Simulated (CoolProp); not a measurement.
Octamethyltrisiloxane (MDM) at 298.15 K and 0.618 MPa is throttled through a valve to 0.23 MPa with no heat exchange. Each further row changes one setting.

The numbers come from the reference Helmholtz-energy equation of state, Thol 2017 in CoolProp.

```
case                       temperature change (K)  final density (kg/m³)
-------------------------  ----------------------  ---------------------
as stated                                    +0.2                    815
outlet pressure 0.069 MPa                    +0.2                    815
outlet pressure 0.299 MPa                    +0.1                    816
```
